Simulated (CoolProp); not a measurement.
R1336mzz(Z) at 293.15 K and 6.27 MPa is throttled through a valve to 3.98 MPa with no heat exchange. Each further row changes one setting.

Values from CoolProp's reference Helmholtz-energy equation of state, McLinden 2020.

```json
[
 {"case": "as stated", "temperature change (K)": "[?]", "final density (kg/m³)": "1390"},
 {"case": "outlet pressure 1.19 MPa", "temperature change (K)": "[?]", "final density (kg/m³)": "[?]"},
 {"case": "outlet pressure 5.17 MPa", "temperature change (K)": "[?]", "final density (kg/m³)": "1390"}
]
```

### Question
Fill in the missing entries.

### Answer

- as stated, temperature change (K): +0.7
- outlet pressure 1.19 MPa, temperature change (K): +1.5
- outlet pressure 1.19 MPa, final density (kg/m³): 1380
- outlet pressure 5.17 MPa, temperature change (K): +0.3
